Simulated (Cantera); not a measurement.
Feed: 1 mol CsCl, 0.29 mol H2O, 6.7 mol H2, at 2000 K and 1.40 mbar.

These are equilibrium values from Cantera (NASA tables, ideal gas, pure condensed phases), not measurements of a reactor. Candidate condensed phases: Cs, CsCl, CsOH, H2O; 22 gas species. Kinetics and transport are ignored.

Base state: H2 0.785, CsCl 0.101, H 0.0385, H2O 0.0349, Cs 0.0198, HCl 0.0193, Cl 0.000704, OH 0.000171 (mole fractions); condensed: gas only.

Question: What changes in the equilibrium state with this change: H2 from 6.7 to 0.15 mol?

Answer: 
```
species    before     after
-------  --------  --------
CsCl        0.101     0.646
H2O        0.0349     0.190
H2          0.785    0.0851
H          0.0385    0.0127
HCl        0.0193    0.0284
Cs         0.0198    0.0283
O2        1.18e-7  0.000295
O         6.13e-6  0.000307
Cs2Cl2    3.31e-7   1.34e-5
CsOH     0.000137   0.00322
```
